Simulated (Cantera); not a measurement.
Charge: 1 mol CH3SiCl3, a varied amount of H2, held at 1625 K and 0.140 bar.

Equilibrium computed with Cantera from the NASA thermochemical tables; the gas is ideal and each condensed phase is pure. Candidate condensed phases: C, C6H6, C7H8, C8H18, Si, SiC; 109 gas species. The feed counts by its element totals alone. Kinetics and transport are ignored.

Q: Which condensed phases are stable at each of these points (n(H2) (mol)): 35, 52, 77, 110, 170, 250, 370, 540, 800, 1200, 1800?

A: 
```
n(H2) (mol)      condensed phases  Si condensed (%)
-----------  --------------------  ----------------
35           C(graphite) + SiC(s)              98.9
52                         SiC(s)              99.0
77                         SiC(s)              99.1
110                        SiC(s)              99.1
170                        SiC(s)              99.1
250                        SiC(s)              99.1
370                        SiC(s)              99.1
540                        SiC(s)              99.1
800                        SiC(s)              99.1
1200                       SiC(s)              99.0
1800                       SiC(s)              98.8
```

At 35 mol H2 the condensed part is C(graphite) + SiC(s). From 52 mol H2 to 1800 mol H2 the condensed part is SiC(s).
